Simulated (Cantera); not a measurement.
Feed: 1 mol SiCl₄, 9.5 mol H₂, held at 852 °C and 2.60 bar.

Equilibrium computed with Cantera from the NASA thermochemical tables; the gas is ideal and each condensed phase is pure. Candidate condensed phases: Si; 19 gas species. The tables' values for SiCl₃ are old estimates; treat these amounts as uncertain. Kinetics and transport are ignored.

Base state: H₂ 0.871, SiCl₄ 0.0634, HCl 0.0337, SiHCl₃ 0.0284, SiH₂Cl₂ 0.00157, SiCl₃ 0.00137, SiCl₂ 0.000363, SiH₃Cl 2.30e-5 (mole fractions); condensed: gas only.

Task: What changes in the equilibrium state with this change: temperature from 852 °C to 677 °C?

Result: 
```
species    before     after
-------  --------  --------
H₂          0.871     0.887
SiCl₄      0.0634    0.0774
HCl        0.0337    0.0182
SiHCl₃     0.0284    0.0173
SiCl₂    0.000363   4.37e-6
SiCl₃     0.00137  0.000101
SiH₃Cl    2.30e-5   2.22e-6
SiH₂Cl₂   0.00157  0.000392
```
